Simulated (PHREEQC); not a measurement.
Dissolve 0.0071 mol HBF4 per kg of water at 25 °C. Closed to the air; pH follows from the charge balance.

The numbers come from PHREEQC with the ion-association model, wateq4f.dat.

```json
[
 {"quantity": "pH", "before": "2.22", "after": "7.50"},
 {"quantity": "ionic strength (mol/kgw)", "before": "0.00644", "after": "0.00710"},
 {"quantity": "HF (mol/kgw)", "before": "0.00495", "after": "3.06e-7"},
 {"quantity": "F- (mol/kgw)", "before": "0.000604", "after": "0.00710"},
 {"quantity": "HF2- (mol/kgw)", "before": "1.15e-5", "after": "8.34e-9"}
]
```

**Question.** Which change was made?
A) HBF4 from 0.0071 to 0.0355 mol/kgw
B) HBF4 replaced by (CH3)4NF at the same molality
C) HBF4 from 0.0071 to 0.00355 mol/kgw
D) HBF4 from 0.0071 to 0.00071 mol/kgw
E) HBF4 replaced by Na2SiF6 at the same molality

**Answer.** B, HBF4 replaced by (CH3)4NF at the same molality

This is a speciation only: nothing precipitates in the calculation. Real BF4- forms and hydrolyses slowly; the run takes it at equilibrium.
